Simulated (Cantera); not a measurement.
A closed system holds: 1 mol CCl₄, 0.062 mol Si.

Cantera equilibrium calculation (NASA polynomials, part measured and part estimated; ideal gas, pure solids and liquids). Candidate condensed phases: C, Si, SiC; 24 gas species. The tables' values for SiCl₃ are old estimates. Kinetics and transport are ignored.

### Question
What condenses at these points (T in K, P in Pa): (2100, 27); (2900, 140); (3100, 100000); (1900, 140); (1500, 5.2)?

### Answer
| T (K) | P in Pa | condensed phases | Si condensed (%) |
|---|---|---|---|
| 2100 | 27 | C | 0.0 |
| 2900 | 140 | gas only | 0.0 |
| 3100 | 100000 | C | 0.0 |
| 1900 | 140 | C | 0.0 |
| 1500 | 5.2 | C | 0.0 |
